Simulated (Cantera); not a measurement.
What does this Cantera script print?

```python
import numpy as np
import cantera as ct

gas_names = [...]  # 115 gases of nasa_gas.yaml made of C, Ca, H, O
cond_names = """
    C(gr) C6H6(L) C7H8(L) C8H18(L),n-octa Ca(a) Ca(b) Ca(L) CaCO3(caL) CaO(s) CaO(L) CaO2H2(s) H2O(s)
    H2O(L)
""".split()


# ... load() reads the species with a 1 bar reference pressure and builds the phases ...
atoms = {
    'Ca(OH)2': {'Ca': 1, 'O': 2, 'H': 2},
    'CO2': {'C': 1, 'O': 2},
    'H2O': {'H': 2, 'O': 1},
}
top_T = {'C(gr)': 4500}  # K; cautious upper limits of use, not melting points


# ... equilibrate(T, P, feed) seeds the gas with the atoms and calls Mixture.equilibrate('TP', solver="vcs", rtol=1e-11, max_steps=5000) ...
results = []
feed = {'Ca(OH)2': 1, 'CO2': 0.31, 'H2O': 0.11}  # mol
P = 99  # Pa
for T in [775, 875, 975, 1075, 1175, 1275, 1375, 1475, 1575, 1675, 1775, 1875]:
    mix = equilibrate(T, P, feed)
    results.append((T, P, feed, dict(zip(mix.species_names, mix.species_moles))))

top = {s: max(r[3][s] / sum(r[3][g] for g in gas_names) for r in results) for s in gas_names}
cols = sorted((s for s in top if top[s] > 1e-05), key=lambda s: -top[s])[:9]
seen = [c for c in cond_names if any(r[3].get(c, 0) > 1e-12 for r in results)]
print("log10 of partial pressures in bar; condensed amounts in mol")
print(f"{'T/K':>10s}" + "".join(f"{s[:9]:>10s}" for s in cols + seen))
for T, P, feed, n in results:
    ng = sum(n[g] for g in gas_names)
    print(f"{T:10.4g}" + "".join(f"{np.log10(max(n[s] / ng * P / 1e5, 1e-99)):10.3f}" for s in cols)
          + "".join(f"{n.get(c, 0):10.4g}" for c in seen))
```

It prints:

```
log10 of partial pressures in bar; condensed amounts in mol
       T/K       H2O       CO2        CO        H2        O2        OH         H         O    CaO2H2 CaCO3(caL    CaO(s)
       775    -3.068    -3.872   -12.659   -11.151   -11.441   -13.125   -17.579   -19.349   -17.961    0.1359    0.8641
       875    -3.111    -3.665   -10.899    -9.924   -10.185   -11.584   -15.261   -16.780   -15.959         0         1
       975    -3.111    -3.665    -9.679    -8.922    -9.160   -10.333   -13.402   -14.722   -14.333         0         1
      1075    -3.111    -3.665    -8.692    -8.107    -8.318    -9.313   -11.887   -13.041   -13.012         0         1
      1175    -3.111    -3.665    -7.878    -7.431    -7.614    -8.464   -10.627   -11.643   -11.917         0         1
      1275    -3.111    -3.665    -7.194    -6.861    -7.016    -7.748    -9.563   -10.460   -10.995         0         1
      1375    -3.112    -3.666    -6.614    -6.375    -6.502    -7.134    -8.653    -9.447   -10.209         0         1
      1475    -3.112    -3.667    -6.115    -5.955    -6.056    -6.604    -7.865    -8.570    -9.532         0         1
      1575    -3.114    -3.671    -5.683    -5.589    -5.667    -6.141    -7.176    -7.804    -8.943         0         1
      1675    -3.118    -3.678    -5.307    -5.267    -5.325    -5.735    -6.569    -7.129    -8.428         0         1
      1775    -3.124    -3.693    -4.981    -4.983    -5.024    -5.377    -6.030    -6.531    -7.976         0         1
      1875    -3.136    -3.719    -4.701    -4.732    -4.763    -5.062    -5.549    -6.000    -7.579         0         1
```

Cantera equilibrium calculation (NASA polynomials, part measured and part estimated; ideal gas, pure solids and liquids).
